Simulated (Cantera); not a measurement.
Feed: 1 mol Si3N4, 18 mol H2, held at 0.000200 bar.

Equilibrium computed with Cantera from the NASA thermochemical tables; the gas is ideal and each condensed phase is pure. Candidate condensed phases: Si, Si3N4; 18 gas species. Gases not in the tables: Si2H6 and higher silanes. Equilibrium is a limit: real reactors are often held back by kinetics, nucleation or transport.

Q: What share of the Si ends up in condensed phases as a function of T (K), at 1723, 1773, 1823, 1873, 1923, 1973, 2023, 2073, 2123, 2173?

A: 
```tsv
T (K)	Si condensed (%)	as
1723	96.5	Si(l)
1773	92.4	Si(l)
1823	84.1	Si(l)
1873	67.3	Si(l)
1923	33.6	Si(l)
1973	0.0	-
2023	0.0	-
2073	0.0	-
2123	0.0	-
2173	0.0	-
```
